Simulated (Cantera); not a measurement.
Equilibrium for silicon oxide and oxynitride deposition: HMDSO + O3 + H2

Feed: 1 mol HMDSO, a varied amount of O3, 21 mol H2, held at 1150 °C and 10.0 mbar.

Method: chemical equilibrium by Gibbs-energy minimisation in Cantera with the NASA 1993 tables (ideal gas, pure condensed phases). Candidate condensed phases: C, C6H6, C7H8, C8H18, H2O, Si, SiC, SiO2; 123 gas species. The feed counts by its element totals alone. Mutual solubility and eutectic melting of coexisting phases are not modelled. The tables hold silica as quartz up to 1696 K and as liquid above; real silica turns to tridymite and cristobalite and melts near 1996 K. Kinetics and transport are ignored.

From 0.19 mol O3 to 0.65 mol O3 the condensed part is C(graphite) + SiC(s). From 1.2 mol O3 to 2.2 mol O3 the condensed part is SiC(s) + SiO2(β-quartz). From 4.1 mol O3 to 7.5 mol O3 the condensed part is SiO2(β-quartz). The main Si-bearing gas is SiO throughout.

```tsv
n(O3) (mol)	log p H2	log p H2O	log p CO	log p CO2	n C(graphite)	n SiC(s)	n SiO2(β-quartz)
0.19	-2.02	-7.84	-3.30	-9.47	2.43	2.00	0
0.35	-2.03	-7.73	-3.19	-9.26	1.95	2.00	0
0.65	-2.04	-7.60	-3.05	-8.96	1.06	2.00	0
1.2	-2.06	-7.01	-2.91	-8.22	0	1.78	0.166
2.2	-2.07	-7.00	-2.83	-8.11	0	0.784	1.17
4.1	-2.13	-3.08	-2.80	-4.11	0	0	2.00
7.5	-2.30	-2.47	-2.89	-3.42	0	0	2.00
```
log p: log10 of the partial pressure in bar; n: condensed amount in mol.
